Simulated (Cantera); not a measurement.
An adiabatic, constant-volume homogeneous reactor starts with 9.35 % CO, 5.23 % H2, 22.8 % O2, 62.6 % N2, equivalence ratio 0.32, at 1750 K and 0.460 bar.

Model: GRI-Mech 3.0 (53 species, 325 reactions), integrated in Cantera.

One state of this run: T (K) = 2637; P (bar) = 0.657; x CO = 0.0185; x H2 = 0.00158; x O2 = 0.158; x O = 0.0136; x NO = 0.0118; x H2O = 0.0449; x NO2 = 6.40e-6. x: mole fraction; the columns are a selection and need not sum to one.

Problem. Which value of t (s) does it belong to?
A) 8.09e-6
B) 1.00e-6
C) 0.00429
D) 0.281

Solution. C, 0.00429
